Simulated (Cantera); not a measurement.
A freely propagating, adiabatic, planar premixed flame of 5.71 % C2H4, 15.6 % O2, 64.0 % N2, 14.3 % CO2, 0.457 % H2O, equivalence ratio 1.1, unburnt at 350 K and 9.20 bar; mixture-averaged transport, grid criteria slope 0.08 and curve 0.16, no radiation.

Model: GRI-Mech 3.0 (53 species, 325 reactions), integrated in Cantera. GRI-Mech 3.0 was tuned for natural gas; its chemistry of ethylene as a main component is partial and can be far from experiment. Burning velocities carry a grid error of a few per cent, more on coarse grids.

**Question.** Predict: laminar burning velocity; thermal thickness; peak x(CH2CO); peak x(HO2).

**Answer.** 
```
Property                      Value
------------------------  ---------
laminar burning velocity  21.7 cm/s
thermal thickness         0.0788 mm
peak x(CH2CO)               0.00234
peak x(HO2)                0.000564
```
